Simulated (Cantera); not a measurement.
**Pyrogenic steam for wet oxidation**

A perfectly stirred reactor is fed with 18.5 % H₂, 15.4 % O₂, 66.2 % N₂, at 42000 Pa; it is held at 1000 K, and followed from long to short residence time.

Model: GRI-Mech 3.0 (53 species, 325 reactions), integrated in Cantera. The temperature is held fixed by assumption; the heat of reaction is taken as removed at once.

```
τ (s)      x H₂    x O₂     x NO₂    x HO₂      x OH  x H₂O   x H₂O₂
------  -------  ------  --------  -------  --------  -----  -------
3.7     0.00240  0.0689   1.84e-9  2.26e-5   3.48e-6  0.201  2.07e-5
1.9     0.00326  0.0693   1.20e-9  2.71e-5   4.93e-6  0.200  2.43e-5
0.96    0.00415  0.0697  8.50e-10  3.12e-5   7.61e-6  0.199  2.39e-5
0.48    0.00497  0.0701  6.63e-10  3.46e-5   1.26e-5  0.198  1.97e-5
0.25    0.00579  0.0704  5.63e-10  3.72e-5   2.07e-5  0.197  1.48e-5
0.12    0.00700  0.0710  4.88e-10  4.02e-5   3.54e-5  0.196  1.03e-5
0.063   0.00850  0.0717  4.34e-10  4.29e-5   5.51e-5  0.194  7.56e-6
0.032    0.0107  0.0727  3.80e-10  4.58e-5   8.51e-5  0.191  5.61e-6
0.016    0.0138  0.0741  3.27e-10  4.88e-5  0.000129  0.188  4.36e-6
0.0082   0.0179  0.0760  2.77e-10  5.16e-5  0.000189  0.183  3.65e-6
```
x: mole fraction; the columns are a selection and need not sum to one.
